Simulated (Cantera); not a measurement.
Feed: 1 mol LiOH, 0.067 mol H₂O, 0.032 mol H₂, held at 29.0 Pa.

Method: chemical equilibrium by Gibbs-energy minimisation in Cantera with the NASA 1993 tables (ideal gas, pure condensed phases). Candidate condensed phases: H₂O, Li, LiH, LiOH, Li₂O; 17 gas species. Equilibrium is a limit: real reactors are often held back by kinetics, nucleation or transport.

### Question
Which condensed phases are stable at each of these points (T (K)): 1523, 1548, 1573, 1598, 1623, 1648, 1673?

### Answer
```
T (K)  condensed phases  Li condensed (%)
-----  ----------------  ----------------
1523            Li₂O(s)               3.5
1548           gas only               0.0
1573           gas only               0.0
1598           gas only               0.0
1623           gas only               0.0
1648           gas only               0.0
1673           gas only               0.0
```

At 1523 K the condensed part is Li₂O(s). From 1548 K to 1673 K nothing is condensed.
